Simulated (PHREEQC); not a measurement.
Consider water at 65 °C with 0.000495 mol CuCl2, 0.0094 mol HCl and 0.0051 mol FeCl3 per kg of water. Closed to the air; pH follows from the charge balance.

Model: ion-association model, wateq4f.dat, run in PHREEQC.

This is a speciation only: nothing precipitates in the calculation.

**Question.** What pH does the model give?

**Answer.** pH 1.96.

**Question.** In which forms is Cu present?

**Answer.** Cu+2 84 %, CuCl+ 16 % of the Cu.

Saturation is exceeded, for instance for Hematite (slow to form), Goethite (slow to form); the values hold only as long as no solid forms. Away from 25 °C the constants follow the database's enthalpies or fits; those with neither stay at their 25 °C values.
